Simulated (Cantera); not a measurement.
Input: 1 mol n-butane, 0.59 mol NH3, 8.2 mol N2, equilibrated at 1200 K and 0.0133 bar.

Method: chemical equilibrium by Gibbs-energy minimisation in Cantera with the NASA 1993 tables (ideal gas, pure condensed phases). Candidate condensed phases: C, C6H6, C7H8, C8H18; 92 gas species. Kinetics and transport are ignored.

Base state: N2 0.591, H2 0.409, HCN 3.66e-5, CH4 3.53e-5 (mole fractions); condensed: C(graphite).

Task: What changes in the equilibrium state with this change: temperature from 1200 K to 2248 K?

Result: 
| species | before | after |
|---|---|---|
| N2 | 0.591 | 0.570 |
| H2 | 0.409 | 0.372 |
| H | 1.09e-6 | 0.0388 |
| HCN | 3.66e-5 | 0.0162 |
| CN | <1e-9 | 6.55e-5 |
| C2H2 (acetylene) | 4.20e-8 | 0.00123 |
| HNC | 1.83e-7 | 0.00137 |
| C(graphite), mol | 4.00 | 3.71 |

Task: What changes in the equilibrium state with this change: temperature from 1200 K to 2075 K?

Result: 
| species | before | after |
|---|---|---|
| N2 | 0.591 | 0.581 |
| H2 | 0.409 | 0.394 |
| H | 1.09e-6 | 0.0145 |
| HCN | 3.66e-5 | 0.00937 |
| C2H2 (acetylene) | 4.20e-8 | 0.000488 |
| HNC | 1.83e-7 | 0.000607 |
| CH4 | 3.53e-5 | 7.24e-7 |
| C(graphite), mol | 4.00 | 3.84 |
